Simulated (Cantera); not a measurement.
Cantera run, input and output.

```python
import numpy as np
import cantera as ct

gas = ct.Solution("gri30.yaml")
gas.TPX = 1300, 540000, {'CO': 0.0022, 'O2': 0.036, 'H2O': 0.042, 'N2': 1}
reactor = ct.IdealGasConstPressureReactor(gas, energy="off", clone=False)
net = ct.ReactorNet([reactor])
net.rtol, net.atol = 1e-08, 1e-18
show = ['CO', 'O2', 'H2O', 'HO2', 'NO', 'N2O']
times = np.geomspace(1e-06, 3, 12)

steps = ct.SolutionArray(gas, extra=["t"])
rows = []
print(f"{'t/s':>10s}{'T/K':>9s}{'P/Pa':>11s}" + "".join(f"{s:>11s}" for s in show))
for t in times:
    while net.time < t:
        t_next = net.step()
        steps.append(gas.state, t=t_next)
    rows.append([np.interp(t, steps.t, y) for y in (steps.T, steps.P, *steps(*show).X.T)])
    print(f"{t:10.3e}{rows[-1][0]:9.1f}{rows[-1][1]:11.4g}" + "".join(f"{x:11.3e}" for x in rows[-1][2:]))
rate = np.gradient(steps.T, steps.t)
print("integrator steps:", len(steps.t))
if steps.T.max() > steps.T[0] + 200:
    print(f"time of steepest temperature rise: {steps.t[rate.argmax()]:.4e} s")
gas.TPX = 1300, 540000, {'CO': 0.0022, 'O2': 0.036, 'H2O': 0.042, 'N2': 1}
gas.equilibrate("TP")
print(f"equilibrium (TP): T = {gas.T:.1f} K  " + "  ".join(f"{s} {gas[s].X[0]:.3e}" for s in show))
```

Result:

```
       t/s      T/K       P/Pa         CO         O2        H2O        HO2         NO        N2O
 1.000e-06   1300.0    5.4e+05  2.037e-03  3.333e-02  3.888e-02  2.882e-11  5.333e-20  1.086e-15
 3.880e-06   1300.0    5.4e+05  2.037e-03  3.333e-02  3.888e-02  1.135e-10  9.530e-19  1.100e-14
 1.505e-05   1300.0    5.4e+05  2.037e-03  3.333e-02  3.888e-02  5.095e-10  1.347e-17  1.253e-13
 5.841e-05   1300.0    5.4e+05  2.037e-03  3.333e-02  3.888e-02  4.191e-09  1.609e-16  1.415e-12
 2.266e-04   1300.0    5.4e+05  2.036e-03  3.333e-02  3.888e-02  1.298e-07  5.043e-15  4.231e-11
 8.793e-04   1300.0    5.4e+05  1.798e-03  3.320e-02  3.885e-02  7.957e-06  5.617e-11  2.945e-08
 3.412e-03   1300.0    5.4e+05  6.208e-04  3.264e-02  3.889e-02  3.520e-06  8.750e-10  2.113e-07
 1.324e-02   1300.0    5.4e+05  6.099e-05  3.237e-02  3.891e-02  4.043e-07  1.917e-09  3.289e-07
 5.136e-02   1300.0    5.4e+05  1.549e-06  3.234e-02  3.892e-02  1.896e-08  2.514e-09  2.853e-07
 1.993e-01   1300.0    5.4e+05  2.459e-09  3.234e-02  3.892e-02  8.790e-09  2.715e-09  1.056e-07
 7.732e-01   1300.0    5.4e+05  7.512e-10  3.234e-02  3.892e-02  8.756e-09  2.862e-09  2.894e-08
 3.000e+00   1300.0    5.4e+05  7.512e-10  3.234e-02  3.892e-02  8.756e-09  3.247e-09  2.829e-08
integrator steps: 1037
equilibrium (TP): T = 1300.0 K  CO 7.522e-10  O2 3.225e-02  H2O 3.892e-02  HO2 8.738e-09  NO 1.691e-04  N2O 2.826e-08
```

Computed with Cantera and GRI-Mech 3.0 (53 species, 325 reactions).
